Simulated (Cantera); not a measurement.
An isothermal, constant-pressure homogeneous reactor starts with CH4 : H2 = 1 : 25 (molar parts), at 1850 K and 0.00570 bar.

Model: GRI-Mech 3.0 (53 species, 325 reactions), integrated in Cantera. GRI-Mech 3.0 stops at C3 and has no aromatics, soot or wall deposition, so with more carbon than oxygen in the feed, carbon stays in small species such as C2H2 where larger ones or solid carbon would form. Radical loss at walls, strong at low pressure, is not modelled.

x: mole fraction; the columns are a selection and need not sum to one.

| t (s) | x CH4 | x H2 | x CH3 | x H | x C2H | x C2H2 | x C2H4 |
|---|---|---|---|---|---|---|---|
| 2.00e-6 | 0.0385 | 0.962 | 7.39e-8 | 7.45e-8 | <1e-12 | <1e-12 | <1e-12 |
| 1.18e-5 | 0.0385 | 0.962 | 4.30e-7 | 4.43e-7 | <1e-12 | <1e-12 | <1e-12 |
| 6.93e-5 | 0.0385 | 0.962 | 2.43e-6 | 2.71e-6 | <1e-12 | <1e-12 | 1.33e-12 |
| 0.000408 | 0.0384 | 0.962 | 1.37e-5 | 1.66e-5 | <1e-12 | 2.69e-12 | 5.06e-10 |
| 0.00240 | 0.0384 | 0.961 | 7.93e-5 | 9.87e-5 | <1e-12 | 4.40e-9 | 1.16e-7 |
| 0.0141 | 0.0379 | 0.961 | 0.000461 | 0.000583 | 4.84e-11 | 7.42e-6 | 1.66e-5 |
| 0.0833 | 0.0310 | 0.962 | 0.00174 | 0.00270 | (withheld) | 0.00257 | 0.000151 |
| 0.490 | 0.00791 | 0.973 | 0.000668 | 0.00411 | (withheld) | 0.0143 | 1.74e-5 |
| 2.89 | 0.000688 | 0.975 | 8.69e-5 | 0.00614 | (withheld) | 0.0181 | 1.97e-6 |
| 17.0 | 7.14e-5 | 0.974 | 1.04e-5 | 0.00708 | 1.44e-6 | 0.0184 | 1.70e-6 |
| 100 | 3.01e-5 | 0.974 | 4.39e-6 | 0.00709 | 1.44e-6 | 0.0184 | 1.70e-6 |

Fill in the missing entries.


- 0.0833, x C2H: 7.77e-8
- 0.490, x C2H: 6.50e-7
- 2.89, x C2H: 1.22e-6
